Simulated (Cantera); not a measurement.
An isothermal, constant-pressure homogeneous reactor starts with CH₄ : H₂ : N₂ = 0.027 : 1 : 0.015 (molar parts), at 2450 K and 12.8 Torr. Integrator tolerance rtol = 1e-08.

Detailed kinetics in Cantera: GRI-Mech 3.0 (53 species, 325 reactions). GRI-Mech 3.0 stops at C3 and has no aromatics, soot or wall deposition, so with more carbon than oxygen in the feed, carbon stays in small species such as C2H2 where larger ones or solid carbon would form. Radical loss at walls, strong at low pressure, is not modelled.

Task: What does this change do: N2 0.015 to 0.0055 parts?

Result: 
```csv
quantity,before,after
x(CH₄) at 7.00 s,2.24e-6 (gas-phase equilibrium 2.02e-6),2.36e-6 (gas-phase equilibrium 2.23e-6)
x(H₂) at 7.00 s,0.833 (gas-phase equilibrium 0.833),0.841 (gas-phase equilibrium 0.841)
x(CH₃) at 7.00 s,6.88e-6 (gas-phase equilibrium 6.20e-6),7.22e-6 (gas-phase equilibrium 6.84e-6)
x(HCN) at 7.00 s,0.000694 (gas-phase equilibrium 0.00715),0.000329 (gas-phase equilibrium 0.00419)
x(C₂H₄) at 7.00 s,1.38e-7 (gas-phase equilibrium 9.87e-8),1.43e-7 (gas-phase equilibrium 1.19e-7)
x(C₂H₂) at 7.00 s,0.0113 (gas-phase equilibrium 0.00803),0.0115 (gas-phase equilibrium 0.00961)
x(CH₂) at 7.00 s,1.86e-6 (gas-phase equilibrium 1.68e-6),1.95e-6 (gas-phase equilibrium 1.84e-6)
```
